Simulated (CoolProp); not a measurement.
Properties of CH2F2 (R32) along the isobar 3720 kPa (Tc = 351.3 K, pc = 5783 kPa, ω = 0.277).

Computed with CoolProp (reference Helmholtz-energy equation of state, Tillner-Roth 1997).

| T (K) | phase | Joule-Thomson coefficient (K/MPa) | expansivity (1/kK) |
|---|---|---|---|
| 146.6 | liquid | -0.3376 | 1.711 |
| 166.6 | liquid | -0.3309 | 1.795 |
| 186.7 | liquid | -0.3163 | 1.910 |
| 206.7 | liquid | -0.2919 | 2.064 |
| 226.7 | liquid | -0.2543 | 2.271 |
| 246.7 | liquid | -0.1983 | 2.556 |
| 266.8 | liquid | -0.1130 | 2.972 |
| 286.8 | liquid | 0.02393 | 3.639 |
| 306.8 | liquid | 0.2768 | 4.928 |
